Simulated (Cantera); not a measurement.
Mixture: CH4 : O2 : N2 = 0.58 : 1.25 : 7.12 (molar parts), equivalence ratio 0.93, at 1.18 atm, adiabatic and at constant pressure. Ignition delay is the time to a rise of 400 K.

Computed with Cantera and GRI-Mech 3.0 (53 species, 325 reactions).

Task: Predict: delay at 1098 K; delay at 1298 K; delay at 1498 K; delay at 1698 K; apparent activation energy between 1598 and 1798 K.

Result: 
- delay at 1098 K: 0.256 s
- delay at 1298 K: 14.9 ms
- delay at 1498 K: 1.44 ms
- delay at 1698 K: 0.247 ms
- apparent activation energy between 1598 and 1798 K: 180 kJ/mol
